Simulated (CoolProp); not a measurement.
A single-stage vapour-compression cycle with the fluid: evaporating at 256.15 K (dew point), condensing at 313.15 K (bubble point), superheat 2 K, subcooling 0 K, compressor efficiency 0.9, no pressure losses. The same conditions are run with several fluids, on thermodynamics alone (safety and materials aside).

Model: reference Helmholtz-energy equation of state of each fluid (carbonyl sulfide: Lemmon 2006; n-perfluoropentane: Gao 2022; R124: de Vries 1995; R21: Platzer 1990; R125: Lemmon 2005; fluoroethane (R161): Wu 2012), in CoolProp. The equations of Platzer and Polt are older, rougher fits.

Q: Rank carbonyl sulfide, n-perfluoropentane, R124, R21, R125, fluoroethane (R161) by cooling COP, highest first.

A: R21 (3.37), carbonyl sulfide (3.13), fluoroethane (R161) (3.10), R124 (3.02), R125 (2.41), n-perfluoropentane (2.39)

```csv
fluid,pressure ratio,discharge temperature (K),refrigerating effect (kJ/kg),volumetric capacity (kJ/m³)
carbonyl sulfide,4.82,368.7,211,2400
n-perfluoropentane,11.7,313.1,46.3,79.4
R124,7.27,318.0,106,573
R21,8.96,359.6,195,313
R125,5.33,320.3,71.6,1680
fluoroethane (R161),5.70,345.7,278,1580
```

The compression ends wet for: n-perfluoropentane.
